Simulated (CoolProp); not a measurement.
Model: reference Helmholtz-energy equation of state, Leachman 2009, in CoolProp.

Problem. For normal hydrogen, give the phase and the cp (kJ/(kg K)), viscosity (µPa s), Prandtl number at -216.95 °C and 1.64 MPa; -182.65 °C and 1.64 MPa.

Solution. 
- -216.95 °C and 1.64 MPa: supercritical; cp 12.7, viscosity 2.87, Prandtl number 0.735
- -182.65 °C and 1.64 MPa: supercritical; cp 11.6, viscosity 3.94, Prandtl number 0.679

Viscosity comes from a separate model (Muzny 2013). Thermal conductivity comes from a separate model (Assael 2011).
